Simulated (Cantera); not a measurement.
An isothermal, constant-pressure homogeneous reactor starts with CH4 : H2O : H2 = 1 : 0.57 : 0.89 (molar parts), at 1723 K and 23000 Pa.

Computed with Cantera and GRI-Mech 3.0 (53 species, 325 reactions). GRI-Mech 3.0 stops at C3 and has no aromatics, soot or wall deposition, so with more carbon than oxygen in the feed, carbon stays in small species such as C2H2 where larger ones or solid carbon would form.

Task: Predict: x(CH4) at 1.00 s; x(H2O) at 1.00 s; x(H2) at 1.00 s; x(CO) at 1.00 s; x(C2H2) at 1.00 s.

Result: x(CH4) at 1.00 s: 0.0152 (gas-phase equilibrium 0.00392)
x(H2O) at 1.00 s: 0.0752 (gas-phase equilibrium 4.14e-7)
x(H2) at 1.00 s: 0.743 (gas-phase equilibrium 0.802)
x(CO) at 1.00 s: 0.0751 (gas-phase equilibrium 0.142)
x(C2H2) at 1.00 s: 0.0887 (gas-phase equilibrium 0.0512)
